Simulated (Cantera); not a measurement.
Input (Python, Cantera):

```python
import numpy as np
import cantera as ct

gas = ct.Solution("gri30.yaml")
gas.TPX = 1675, 7600, {'C3H8': 1, 'H2': 3.9, 'N2': 0.018}
reactor = ct.IdealGasConstPressureReactor(gas, energy="off", clone=False)
net = ct.ReactorNet([reactor])
net.rtol, net.atol = 1e-08, 1e-18
show = ['C3H8', 'H2', 'CH3', 'H', 'C2H2']
times = np.geomspace(0.0002, 20, 14)

steps = ct.SolutionArray(gas, extra=["t"])
rows = []
print(f"{'t/s':>10s}{'T/K':>9s}{'P/Pa':>11s}" + "".join(f"{s:>11s}" for s in show))
for t in times:
    while net.time < t:
        t_next = net.step()
        steps.append(gas.state, t=t_next)
    rows.append([np.interp(t, steps.t, y) for y in (steps.T, steps.P, *steps(*show).X.T)])
    print(f"{t:10.3e}{rows[-1][0]:9.1f}{rows[-1][1]:11.4g}" + "".join(f"{x:11.3e}" for x in rows[-1][2:]))
rate = np.gradient(steps.T, steps.t)
print("integrator steps:", len(steps.t))
if steps.T.max() > steps.T[0] + 200:
    print(f"time of steepest temperature rise: {steps.t[rate.argmax()]:.4e} s")
gas.TPX = 1675, 7600, {'C3H8': 1, 'H2': 3.9, 'N2': 0.018}
gas.equilibrate("TP")
print(f"equilibrium (TP): T = {gas.T:.1f} K  " + "  ".join(f"{s} {gas[s].X[0]:.3e}" for s in show))
```

Output:

```
       t/s      T/K       P/Pa       C3H8         H2        CH3          H       C2H2
 2.000e-04   1675.0       7600  1.163e-04  6.762e-01  7.072e-03  1.464e-03  5.620e-02
 4.849e-04   1675.0       7600  1.331e-06  6.862e-01  2.825e-03  6.283e-04  8.084e-02
 1.176e-03   1675.0       7600  1.057e-07  6.940e-01  1.393e-03  3.218e-04  1.007e-01
 2.850e-03   1675.0       7600  2.837e-08  7.010e-01  8.952e-04  2.143e-04  1.192e-01
 6.910e-03   1675.0       7600  1.964e-08  7.082e-01  8.571e-04  2.144e-04  1.365e-01
 1.675e-02   1675.0       7600  2.174e-08  7.152e-01  9.362e-04  2.503e-04  1.462e-01
 4.062e-02   1675.0       7600  1.642e-08  7.258e-01  8.581e-04  2.624e-04  1.514e-01
 9.848e-02   1675.0       7600  8.544e-09  7.441e-01  6.946e-04  2.799e-04  1.599e-01
 2.388e-01   1675.0       7600  2.570e-09  7.677e-01  4.687e-04  3.089e-04  1.707e-01
 5.789e-01   1675.0       7600  4.180e-10  7.879e-01  2.527e-04  3.436e-04  1.799e-01
 1.403e+00   1675.0       7600  5.589e-11  7.992e-01  1.153e-04  3.683e-04  1.850e-01
 3.403e+00   1675.0       7600  1.403e-11  8.038e-01  5.463e-05  3.782e-04  1.871e-01
 8.249e+00   1675.0       7600  8.302e-12  8.051e-01  3.730e-05  3.804e-04  1.876e-01
 2.000e+01   1675.0       7600  7.877e-12  8.052e-01  3.577e-05  3.806e-04  1.877e-01
integrator steps: 1476
equilibrium (TP): T = 1675.0 K  C3H8 7.750e-12  H2 8.052e-01  CH3 3.557e-05  H 3.806e-04  C2H2 1.857e-01
```

Detailed kinetics in Cantera: GRI-Mech 3.0 (53 species, 325 reactions). GRI-Mech 3.0 was tuned for natural gas; its chemistry of propane as a main component is partial and can be far from experiment. GRI-Mech 3.0 stops at C3 and has no aromatics, soot or wall deposition, so with more carbon than oxygen in the feed, carbon stays in small species such as C2H2 where larger ones or solid carbon would form.
